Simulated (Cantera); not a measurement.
Charge: 1 mol SiF₄, 0.23 mol NO, 0.28 mol H₂, 0.47 mol N₂O, at 1725 °C and 0.260 bar.

These are equilibrium values from Cantera (NASA tables, ideal gas, pure condensed phases), not measurements of a reactor. Candidate condensed phases: H₂O, Si, SiO₂, Si₂N₂O, Si₃N₄; 58 gas species. The tables' values for SiF₃ are old estimates; treat these amounts as uncertain. The tables hold silica as quartz up to 1696 K and as liquid above; real silica turns to tridymite and cristobalite and melts near 1996 K. Equilibrium is a limit: real reactors are often held back by kinetics, nucleation or transport.

Question: What is the equilibrium state?

Answer: 
```
Item                                  Value
--------------------------------  ---------
x(SiF₄)                               0.390
x(N₂)                                 0.263
x(HF)                                 0.245
x(O₂)                                0.0932
x(H₂O)                              0.00374
x(NO)                               0.00293
x(OH)                              0.000448
x(O)                               0.000395
x(SiF₃)                            0.000372
n(SiO₂(l))                        0.135 mol
gas amount                        2.212 mol
log10 activity of Si(l) (absent)     -12.79
```
